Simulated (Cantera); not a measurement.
Pyrogenic steam for wet oxidation

A perfectly stirred reactor is fed with H2 : O2 : N2 = 0.46 : 1 : 4.2 (molar parts), equivalence ratio 0.23, at 31000 Pa; it is held at 1250 K, and followed from long to short residence time.

Model: GRI-Mech 3.0 (53 species, 325 reactions), integrated in Cantera. The temperature is held fixed by assumption; the heat of reaction is taken as removed at once.

```json
[
 {"τ (s)": "9.0", "x H2": "1.59e-5", "x O2": "0.142", "x NO2": "8.55e-9", "x H2O2": "8.10e-8", "x NO": "8.46e-7"},
 {"τ (s)": "3.1", "x H2": "3.22e-5", "x O2": "0.142", "x NO2": "6.17e-9", "x H2O2": "1.35e-7", "x NO": "6.46e-7"},
 {"τ (s)": "1.1", "x H2": "6.36e-5", "x O2": "0.142", "x NO2": "3.76e-9", "x H2O2": "2.15e-7", "x NO": "4.65e-7"},
 {"τ (s)": "0.38", "x H2": "0.000127", "x O2": "0.142", "x NO2": "2.04e-9", "x H2O2": "3.36e-7", "x NO": "3.33e-7"},
 {"τ (s)": "0.13", "x H2": "0.000254", "x O2": "0.142", "x NO2": "1.13e-9", "x H2O2": "5.07e-7", "x NO": "2.73e-7"},
 {"τ (s)": "0.046", "x H2": "0.000488", "x O2": "0.142", "x NO2": "7.69e-10", "x H2O2": "7.28e-7", "x NO": "2.97e-7"},
 {"τ (s)": "0.016", "x H2": "0.000932", "x O2": "0.142", "x NO2": "6.46e-10", "x H2O2": "1.01e-6", "x NO": "4.32e-7"},
 {"τ (s)": "0.0056", "x H2": "0.00175", "x O2": "0.141", "x NO2": "6.03e-10", "x H2O2": "1.33e-6", "x NO": "7.23e-7"},
 {"τ (s)": "0.0020", "x H2": "0.00318", "x O2": "0.141", "x NO2": "5.64e-10", "x H2O2": "1.65e-6", "x NO": "1.20e-6"},
 {"τ (s)": "0.00068", "x H2": "0.00588", "x O2": "0.141", "x NO2": "4.88e-10", "x H2O2": "1.91e-6", "x NO": "1.82e-6"},
 {"τ (s)": "0.00024", "x H2": "0.0105", "x O2": "0.142", "x NO2": "3.53e-10", "x H2O2": "2.04e-6", "x NO": "2.09e-6"}
]
```
x: mole fraction; the columns are a selection and need not sum to one.
